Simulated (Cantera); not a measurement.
A freely propagating, adiabatic, planar premixed flame of 38.7 % H₂, 12.9 % O₂, 48.4 % N₂, equivalence ratio 1.5, unburnt at 350 K and 420000 Pa; unity-Lewis-number transport, grid criteria slope 0.08 and curve 0.16, no radiation.

Cantera simulation using the H2/O2 subset of GRI-Mech 3.0, which has no nitrogen chemistry; the numbers are that mechanism's predictions, not measurements. The hydrogen kinetics of GRI-Mech 3.0 are dated; newer H2 mechanisms differ, most at raised pressure. Unity Lewis numbers drop preferential diffusion, which matters most where H2 and H carry the flame. Burning velocities carry a grid error of a few per cent, more on coarse grids.

x: mole fraction of selected species; z is measured from the peak of heat release.

| z (mm) | T (K) | u (m/s) | x H₂ | x O₂ | x HO₂ | x H₂O₂ | x H₂O | x OH |
|---|---|---|---|---|---|---|---|---|
| -0.171 | 350 | 2.47 | 0.387 | 0.129 | 2.02e-8 | <1e-8 | 1.18e-6 | <1e-8 |
| -0.114 | 350 | 2.47 | 0.387 | 0.129 | 3.49e-7 | 8.04e-8 | 2.03e-5 | <1e-8 |
| -0.0854 | 351 | 2.48 | 0.387 | 0.129 | 1.95e-6 | 4.47e-7 | 0.000113 | <1e-8 |
| -0.0569 | 359 | 2.53 | 0.386 | 0.128 | ? | ? | ? | ? |
| -0.0285 | 516 | 3.61 | 0.370 | 0.120 | 0.000413 | 4.39e-5 | 0.0204 | 2.24e-5 |
| -0.0142 | 900 | 6.14 | 0.326 | 0.0961 | 0.000610 | 4.93e-5 | 0.0726 | 0.000612 |
| 0 | 1353 | 8.96 | 0.244 | 0.0569 | 0.000226 | 1.29e-5 | 0.157 | 0.00213 |
| 0.0142 | 1644 | 10.7 | 0.171 | 0.0237 | 7.85e-5 | 3.03e-6 | 0.225 | 0.00505 |
| 0.0285 | 1799 | 11.5 | 0.141 | 0.00913 | 2.75e-5 | 1.87e-6 | 0.256 | 0.00717 |
| 0.0569 | 1950 | 12.4 | 0.134 | ? | ? | ? | 0.272 | ? |
| 0.114 | 2075 | 13.0 | 0.138 | 0.000940 | 2.87e-6 | 4.85e-7 | 0.281 | 0.00658 |
| 0.228 | 2167 | 13.5 | 0.142 | 0.000377 | 1.20e-6 | 2.41e-7 | 0.287 | 0.00465 |
| 0.455 | 2227 | 13.8 | 0.144 | 0.000131 | 4.17e-7 | 1.11e-7 | 0.291 | 0.00292 |

Task: What belongs in the gaps?

Result: 
- -0.0569, x HO₂: 1.85e-5
- -0.0569, x H₂O₂: 3.99e-6
- -0.0569, x H₂O: 0.00106
- -0.0569, x OH: 2.83e-8
- 0.0569, x O₂: 0.00251
- 0.0569, x HO₂: 7.35e-6
- 0.0569, x H₂O₂: 9.92e-7
- 0.0569, x OH: 0.00790
